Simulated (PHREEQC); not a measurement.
A PHREEQC speciation (ion-association model, phreeqc.dat) at 25 °C gives pH 10.11 and these molalities:

| species | mol/kgw |
|---|---|
| NH3 | 0.00193 |
| NH4+ | 0.000266 |
| OH- | 0.000134 |
| H2BO3- | 0.000133 |
| H3BO3 | 1.74e-5 |

Task: What are the element totals, and what could have been dissolved in 1 kg of water to give them?

Result: One answer among several that fit: totals B 0.000150, N(-3) 0.00220 mol/kgw, from 2.2 mmol/kgw NH3 and 0.15 mmol/kgw H3BO3.

Precipitation was switched off in this run.
